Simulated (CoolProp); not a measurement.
Computed with CoolProp (reference Helmholtz-energy equation of state, Span 1996).

Q: For carbon dioxide, give the phase and the density (kg/m³), cp (kJ/(kg K)), cv (kJ/(kg K)), speed of sound (m/s) at 322.6 K and 11.1 MPa.

A: 
- 322.6 K and 11.1 MPa: supercritical; density 524, cp 5.92, cv 1.02, speed of sound 245
